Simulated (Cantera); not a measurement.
Input: 1 mol SiCl4, 0.27 mol C2H4, 18 mol H2, at 2673 K and 375 Torr.

Cantera equilibrium calculation (NASA polynomials, part measured and part estimated; ideal gas, pure solids and liquids). Candidate condensed phases: C, C6H6, C7H8, C8H18, Si, SiC; 109 gas species. The tables' values for SiCl, SiCl3 are old estimates; treat these amounts as uncertain. Gases not in the tables: Si2H6 and higher silanes. Kinetics and transport are ignored.

Base state: H2 0.739, HCl 0.140, H 0.0623, SiCl2 0.0154, Si 0.0144, Cl 0.00820, C2H2 (acetylene) 0.00780, SiCl 0.00431 (mole fractions); condensed: gas only.

Q: What changes in the equilibrium state with this change: SiCl4 replaced by CH3SiCl3?

A: 
```
species             before     after
-----------------  -------  --------
H2                   0.739     0.774
HCl                  0.140     0.109
H                   0.0623    0.0638
C2H2 (acetylene)   0.00780    0.0166
SiCl2               0.0154   0.00691
Si                  0.0144    0.0111
C4H2               3.42e-5  0.000147
SiCl3              7.12e-5   2.43e-5
C3                 4.25e-6   1.23e-5
Si3                1.63e-5   7.51e-6
C2H2 (vinylidene)  1.05e-5   2.23e-5
C(graphite), mol         0     0.230
SiC(s), mol              0     0.265
```
The feed counts by its element totals alone.
